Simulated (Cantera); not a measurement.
What does this Cantera script print?

```python
import numpy as np
import cantera as ct

gas_names = """
    Cu Cu2 H H2 N NH NH2 NH3 N2 N2H2 N2H4
""".split()
cond_names = """
    Cu(cr) Cu(L)
""".split()


def load(file, names, dense=False):
    # The tables refer to 1 bar. Condensed volumes are neglected.
    table = {s.name: s for s in ct.Species.list_from_file(file)}
    out = []
    for n in names:
        d = dict(table[n].input_data)
        d["thermo"] = dict(d["thermo"], **{"reference-pressure": 1e5})
        if dense:
            d["equation-of-state"] = {"model": "constant-volume", "density": "1e6 g/cm^3"}
        out.append(ct.Species.from_dict(d))
    return out


gas = ct.Solution(thermo="ideal-gas", species=load("nasa_gas.yaml", gas_names))
cond = {s.name: ct.Solution(thermo="fixed-stoichiometry", species=[s], name=s.name)
        for s in load("nasa_condensed.yaml", cond_names, dense=True)}
atoms = {
    'Cu': {'Cu': 1},
    'NH3': {'N': 1, 'H': 3},
    'H2': {'H': 2},
}
top_T = {}  # K; cautious upper limits of use, not melting points


def equilibrate(T, P, feed):
    n = {}
    for name, mol in feed.items():
        for a, k in atoms[name].items():
            n[a] = n.get(a, 0.0) + k * mol
    gas.TPX = T, P, n
    mass = sum(n.values()) * gas.mean_molecular_weight
    gas.equilibrate("TP")
    valid = [c for c in cond.values() if c.min_temp <= T <= top_T.get(c.name, c.max_temp)]
    mix = ct.Mixture([(gas, mass / gas.mean_molecular_weight)] + [(c, 0.0) for c in valid])
    mix.T, mix.P = T, P
    mix.equilibrate("TP", solver="vcs", rtol=1e-11, max_steps=5000)
    return mix


results = []
feed = {'Cu': 1, 'NH3': 2, 'H2': 9.3}  # mol
P = 340  # Pa
for T in [750, 950, 1150, 1350, 1550, 1750, 1950]:
    mix = equilibrate(T, P, feed)
    results.append((T, P, feed, dict(zip(mix.species_names, mix.species_moles))))

top = {s: max(r[3][s] / sum(r[3][g] for g in gas_names) for r in results) for s in gas_names}
cols = sorted((s for s in top if top[s] > 1e-05), key=lambda s: -top[s])[:8]
seen = [c for c in cond_names if any(r[3].get(c, 0) > 1e-12 for r in results)]
print("log10 of partial pressures in bar; condensed amounts in mol")
print(f"{'T/K':>10s}" + "".join(f"{s[:9]:>10s}" for s in cols + seen))
for T, P, feed, n in results:
    ng = sum(n[g] for g in gas_names)
    print(f"{T:10.4g}" + "".join(f"{np.log10(max(n[s] / ng * P / 1e5, 1e-99)):10.3f}" for s in cols)
          + "".join(f"{n.get(c, 0):10.4g}" for c in seen))
```

It prints:

```
log10 of partial pressures in bar; condensed amounts in mol
       T/K        H2        N2        Cu         H       Cu2    Cu(cr)     Cu(L)
       750    -2.502    -3.592   -16.630   -13.751   -24.871         1         0
       950    -2.502    -3.592   -11.724   -10.506   -17.875         1         0
      1150    -2.502    -3.592    -8.539    -8.378   -13.348         1         0
      1350    -2.503    -3.592    -6.310    -6.874   -10.193    0.9981         0
      1550    -2.505    -3.595    -4.731    -5.754    -8.003         0    0.9269
      1750    -2.536    -3.625    -3.626    -4.901    -6.541         0         0
      1950    -2.543    -3.628    -3.628    -4.212    -7.143         0         0
```

Cantera equilibrium calculation (NASA polynomials, part measured and part estimated; ideal gas, pure solids and liquids).
